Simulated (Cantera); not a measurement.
**Low-pressure radical oxidation in H2/O2**

A perfectly stirred reactor is fed with 6.98 % H₂, 93.0 % O₂, equivalence ratio 0.037, at 320 Pa; it is held at 1450 K, and followed from long to short residence time.

Cantera simulation using GRI-Mech 3.0 (53 species, 325 reactions); the numbers are that mechanism's predictions, not measurements. Radical loss at walls, strong at low pressure, is not modelled. The temperature is held fixed by assumption; the heat of reaction is taken as removed at once.

```tsv
τ (s)	x H₂	x O₂	x H₂O	x H	x HO₂	x H₂O₂	x OH
0.50	0.00125	0.887	0.0623	0.00609	4.95e-7	1.43e-8	0.00776
0.27	0.00144	0.882	0.0610	0.00737	5.12e-7	1.47e-8	0.00822
0.15	0.00161	0.878	0.0600	0.00832	5.22e-7	1.50e-8	0.00854
0.082	0.00182	0.876	0.0592	0.00900	5.29e-7	1.53e-8	0.00880
0.045	0.00213	0.875	0.0585	0.00949	5.35e-7	1.57e-8	0.00904
0.025	0.00262	0.874	0.0576	0.00987	5.41e-7	1.63e-8	0.00934
0.013	0.00358	0.875	0.0562	0.0103	5.49e-7	1.73e-8	0.00980
0.0074	0.00503	0.877	0.0543	0.0106	5.57e-7	1.86e-8	0.0104
0.0041	0.00758	0.879	0.0512	0.0109	5.63e-7	2.03e-8	0.0111
0.0022	0.0122	0.884	0.0462	0.0109	5.61e-7	2.21e-8	0.0118
0.0012	0.0196	0.890	0.0390	0.0102	5.43e-7	2.27e-8	0.0121
```
x: mole fraction; the columns are a selection and need not sum to one.
